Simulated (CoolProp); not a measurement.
Vapour-liquid equilibrium of propylene (1) + R134a (2) at 0.0187 MPa; x and y are mole fractions of (1).

Model: multi-fluid Helmholtz-energy mixture model, Lemmon 2013 and Tillner-Roth 1994; pair parameters Bell 2016, in CoolProp.

```csv
x,"bubble temperature, mixture model (K)","bubble temperature, Raoult's law (K)","y, mixture model","y, Raoult's law"
0.05,207.7,213.9,0.434,0.154
0.125,201.1,211.4,0.670,0.338
0.2,197.8,209.1,[?],0.480
0.275,196.1,207.1,0.795,0.591
0.35,195.2,205.2,0.814,0.678
0.425,194.8,203.5,0.824,0.748
0.5,[?],202.0,[?],0.804
0.575,194.5,200.6,[?],0.850
0.65,194.4,199.2,0.838,0.888
0.725,194.3,198.0,0.846,0.920
0.8,194.1,196.9,0.861,0.947
0.875,194.0,195.8,0.889,0.969
0.95,194.0,194.8,0.941,0.989
```

### Question
Complete the blanks.

### Answer

- 0.2, y, mixture model: 0.757
- 0.5, bubble temperature, mixture model (K): 194.6
- 0.5, y, mixture model: 0.829
- 0.575, y, mixture model: 0.833

The largest gap from Raoult's law is -11.3 K in bubble temperature, at x = 0.2. y crosses x between x = 0.875 and 0.95: the model has an azeotrope there.

Pair parameters are fitted to limited data, so mixtures are less certain than the pure fluids. With so large a gap from Raoult's law the liquid may split in two, which this calculation doesn't test in full.
